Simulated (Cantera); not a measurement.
Charge: 1 mol H2S, 1.9 mol H2, equilibrated at 3398 K and 7.00 bar.

These are equilibrium values from Cantera (NASA tables, ideal gas, pure condensed phases), not measurements of a reactor. Candidate condensed phases: S; 7 gas species. Equilibrium is a limit: real reactors are often held back by kinetics, nucleation or transport.

Base state: H2 0.643, H 0.141, SH 0.0795, S 0.0608, S2 0.0516, H2S 0.0244 (mole fractions); condensed: gas only.

**Question.** What changes in the equilibrium state with this change: H2S replaced by CO2?

**Answer.** 
```json
[
 {"species": "H2", "before": "0.643", "after": "0.297"},
 {"species": "CO", "before": "0", "after": "0.290"},
 {"species": "H2O", "before": "0", "after": "0.245"},
 {"species": "SH", "before": "0.0795", "after": "0"},
 {"species": "S", "before": "0.0608", "after": "0"},
 {"species": "S2", "before": "0.0516", "after": "0"},
 {"species": "OH", "before": "0", "after": "0.0344"},
 {"species": "CO2", "before": "0", "after": "0.0294"},
 {"species": "H2S", "before": "0.0244", "after": "0"},
 {"species": "H", "before": "0.141", "after": "0.0959"},
 {"species": "O", "before": "0", "after": "0.00652"},
 {"species": "O2", "before": "0", "after": "0.00208"},
 {"species": "HCO", "before": "0", "after": "1.04e-5"}
]
```
Further candidate phases: C, C6H6, C7H8, C8H18, H2O.

**Question.** What changes in the equilibrium state with this change: temperature from 3398 K to 2875 K?

**Answer.** 
```tsv
species	before	after
H2	0.643	0.746
S2	0.0516	0.0756
SH	0.0795	0.0650
H	0.141	0.0345
S	0.0608	0.0179
H2S	0.0244	0.0612
```
